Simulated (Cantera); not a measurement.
**Thermodynamics of sublimation and decomposition of ceramics, feed Si3N4 + Si + N2 + HCl**

Feed: 1 mol Si3N4, 0.0028 mol Si, 0.7 mol N2, 0.0003 mol HCl, held at 0.133 bar.

Equilibrium computed with Cantera from the NASA thermochemical tables; the gas is ideal and each condensed phase is pure. Candidate condensed phases: NH4Cl, Si, Si3N4; 43 gas species. Ions and electrons are included (thermal ionisation). The tables' values for SiN, SiCl are old estimates; treat these amounts as uncertain. The numbers say what is thermodynamically allowed, not how fast it happens.

From 3000 K to 5000 K nothing is condensed. The main Si-bearing gas is Si throughout.

```json
[
 {"T (K)": "3000", "x Si": "0.494", "x N2": "0.481", "x N": "2.64e-5", "x Si2": "0.0149", "x SiN": "0.00674", "x Si+": "3.95e-6"},
 {"T (K)": "3500", "x Si": "0.519", "x N2": "0.473", "x N": "0.000417", "x Si2": "0.00272", "x SiN": "0.00454", "x Si+": "4.64e-5"},
 {"T (K)": "4000", "x Si": "0.522", "x N2": "0.470", "x N": "0.00333", "x Si2": "0.000708", "x SiN": "0.00330", "x Si+": "0.000296"},
 {"T (K)": "4500", "x Si": "0.518", "x N2": "0.460", "x N": "0.0167", "x Si2": "0.000241", "x SiN": "0.00253", "x Si+": "0.00126"},
 {"T (K)": "5000", "x Si": "0.503", "x N2": "0.427", "x N": "0.0594", "x Si2": "9.69e-5", "x SiN": "0.00195", "x Si+": "0.00402"}
]
```
x: gas mole fraction; nothing condenses.
